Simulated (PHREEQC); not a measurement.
0.031 g of hydrous ferric oxide (600 m²/g; 0.2 weak and 0.005 strong sites per Fe, Dzombak-Morel constants, diffuse double layer) in 1 kg of water with 0.01 mol/kgw of an inert sodium salt and 4.8e-07 mol NaF, 0.00018 mol NaH2PO4 and 4e-07 mol Ag2SO4, at 25 °C; the pH is set by adding NaOH or the inert anion's acid. O2 is buffered at 0.21 atm. CO2 from the air is kept out. Precipitation was switched off in this run.

Base run: PHREEQC, ion-association model, wateq4f.dat. Each further column changes one thing. The table gives P sorbed (%).

| pH | base | no electrostatic term (-no_edl) | background salt from 0.01 to 0.001 mol/kgw | oxide from 0.031 to 0.15 g/kgw | 2.8e-05 mol/kgw ZnCl2 added |
|---|---|---|---|---|---|
| 4 | 36.3 | 29.5 | … | 99.9 | 36.3 |
| 4.5 | 35.1 | 29.7 | 35.4 | 99.8 | 35.1 |
| 5 | 33.3 | 30.2 | 33.6 | 99.5 | 33.3 |
| 6 | 28.2 | 33.2 | 28.2 | 97.5 | 28.1 |
| 6.5 | 25.2 | 35.3 | 25.2 | 94.4 | 25.1 |
| 7 | 22.2 | 36.5 | 22.1 | 88.3 | 21.7 |
| 7.5 | 18.8 | … | 18.8 | 77.6 | 18.6 |
| 8.5 | 9.5 | 36.1 | 9.6 | 41.0 | 12.3 |
| 9 | 4.9 | 34.7 | 4.9 | 21.9 | 9.1 |
| 9.5 | 1.8 | 31.1 | 1.7 | … | 6.0 |
| 10 | 0.4 | 24.1 | 0.3 | 1.8 | 2.6 |
| 11 | 0.0 | 6.5 | 0.0 | 0.1 | 0.1 |
| 11.5 | 0.0 | … | 0.0 | 0.0 | 0.0 |
| 12 | 0.0 | 0.4 | 0.0 | 0.0 | 0.0 |

Some entries are withheld; supply them.


- 4, background salt from 0.01 to 0.001 mol/kgw: 36.7
- 7.5, no electrostatic term (-no_edl): 36.8
- 9.5, oxide from 0.031 to 0.15 g/kgw: 8.1
- 11.5, no electrostatic term (-no_edl): 2.0

H3PO4, which wateq4f.dat lacks, is added to it with the constant of phreeqc.dat. The database has no phosphate complexes of Ag. In at least one series the solution becomes supersaturated in solids that the run did not let form, among them Zincite(c). The database has no phosphate complexes of Zn, Ag.
